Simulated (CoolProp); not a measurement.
The fluid at 501.18 K and 0.493 MPa expands adiabatically to 0.0966 MPa with isentropic efficiency 0.8. The same conditions are run with several fluids, on thermodynamics alone (safety and materials aside).

Computed with CoolProp (reference Helmholtz-energy equation of state of each fluid (sulfur dioxide: Gao 2016; nitrogen: Span 2000; dry air: Lemmon 2000; dimethyl carbonate: Zhou 2011; hexamethyldisiloxane (MM): Thol 2016)). Blends and air are pseudo-pure fits.

Question: Rank sulfur dioxide, nitrogen, dry air, dimethyl carbonate, hexamethyldisiloxane (MM) by work (kJ/kg), highest first.

Answer: nitrogen (155), dry air (150), sulfur dioxide (72.4), dimethyl carbonate (55.9), hexamethyldisiloxane (MM) (30.8)

```csv
fluid,final temperature (K),final density (kg/m³)
sulfur dioxide,395.2,1.89
nitrogen,352.7,0.923
dry air,353.2,0.953
dimethyl carbonate,463.4,2.29
hexamethyldisiloxane (MM),481.7,4.01
```
